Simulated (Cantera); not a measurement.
An adiabatic, constant-volume homogeneous reactor starts with 3.82 % CH₄, 20.1 % O₂, 75.7 % N₂, 0.420 % CO₂, equivalence ratio 0.38, at 1050 K and 1300000 Pa.

Model: GRI-Mech 3.0 (53 species, 325 reactions), integrated in Cantera. The pressure lies above the range GRI-Mech 3.0 was tuned for (to about 10 atm).

x: mole fraction; the columns are a selection and need not sum to one.

```
t (s)     T (K)  P (bar)   x CH₄   x O₂     x H₂O    x C₂H₆   x CH₂    x C₂H₄
--------  -----  -------  ------  -----  --------  --------  ------  --------
2.00e-6    1050     13.0  0.0382  0.201  1.45e-12    <1e-12  <1e-12    <1e-12
5.26e-6    1050     13.0  0.0382  0.201  1.09e-11    <1e-12  <1e-12    <1e-12
1.38e-5    1050     13.0  0.0382  0.201  7.83e-11    <1e-12  <1e-12    <1e-12
3.64e-5    1050     13.0  0.0382  0.201  5.58e-10    <1e-12  <1e-12    <1e-12
9.58e-5    1050     13.0  0.0382  0.201   4.05e-9  1.67e-11  <1e-12    <1e-12
0.000252   1050     13.0  0.0382  0.201   3.16e-8  3.57e-10  <1e-12  2.73e-12
0.000663   1050     13.0  0.0382  0.201   2.85e-7   9.67e-9  <1e-12  7.44e-11
0.00174    1050     13.0  0.0382  0.201   2.84e-6   2.64e-7  <1e-12       ___
0.00459    1050     13.0  0.0382  0.201   2.06e-5   2.74e-6  <1e-12       ___
0.0121     1052     13.0  0.0380  0.201  0.000181   2.36e-5  <1e-12       ___
0.0317     2105     26.1  <1e-12  0.124    0.0758    <1e-12  <1e-12    <1e-12
0.0835     2099     26.0  <1e-12  0.123    0.0758    <1e-12  <1e-12    <1e-12
0.220      2090     25.9  <1e-12  0.121    0.0758    <1e-12  <1e-12    <1e-12
0.578      2085     25.8  <1e-12  0.121    0.0759    <1e-12  <1e-12    <1e-12
1.52       2085     25.8  <1e-12  0.121    0.0759    <1e-12  <1e-12    <1e-12
4.00       2085     25.8  <1e-12  0.121    0.0759    <1e-12  <1e-12    <1e-12
```

Some entries are withheld; supply them.


- 0.00174, x C₂H₄: 2.11e-9
- 0.00459, x C₂H₄: 2.75e-8
- 0.0121, x C₂H₄: 5.59e-7
